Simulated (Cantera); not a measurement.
Feed: 1 mol Zr, 0.53 mol NH₃, 0.041 mol H₂O, at 1552 °C and 0.630 Pa.

Cantera equilibrium calculation (NASA polynomials, part measured and part estimated; ideal gas, pure solids and liquids). Candidate condensed phases: H₂O, Zr, ZrN, ZrO₂; 28 gas species. Mutual solubility and eutectic melting of coexisting phases are not modelled. ZrN: taken at fixed stoichiometry. Condensed phases not in the tables: solid solutions among these carbides, nitrides and lower oxides, N, O or C dissolved in the metal. Kinetics and transport are ignored.

Base state: H₂ 0.839, H 0.161, ZrO 0.000238, Zr 1.21e-5 (mole fractions); condensed: Zr(β) + ZrN(s) + ZrO₂(tetragonal).

**Question.** What changes in the equilibrium state with this change: temperature from 1552 °C to 2475 °C?

**Answer.** 
```tsv
species	before	after
H	0.161	0.569
Zr	1.21e-5	0.327
N₂	7.94e-7	0.0901
H₂	0.839	0.000442
ZrO	0.000238	0.0139
N	<1e-9	0.000283
O	<1e-9	2.62e-5
Zr(β), mol	0.449	0
ZrN(s), mol	0.530	0
ZrO₂(tetragonal), mol	0.0204	0
```
